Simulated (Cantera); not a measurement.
Mixture: 6.63 % CO, 6.56 % H₂, 2.05 % CH₄, 17.8 % O₂, 66.9 % N₂, equivalence ratio 0.60, at 5.00 bar, adiabatic and at constant volume. Ignition delay is the time to a rise of 400 K.

Model: GRI-Mech 3.0 (53 species, 325 reactions), integrated in Cantera.

Predict: delay at 1175 K; delay at 1275 K; delay at 1375 K; delay at 1475 K; delay at 1575 K; delay at 1675 K; delay at 1775 K; apparent activation energy between 1575 and 1775 K.


```
Item                                                    Value
--------------------------------------------------  ---------
delay at 1175 K                                       91.3 µs
delay at 1275 K                                       27.9 µs
delay at 1375 K                                       13.2 µs
delay at 1475 K                                       7.89 µs
delay at 1575 K                                       5.31 µs
delay at 1675 K                                       3.85 µs
delay at 1775 K                                       2.93 µs
apparent activation energy between 1575 and 1775 K  69 kJ/mol
```
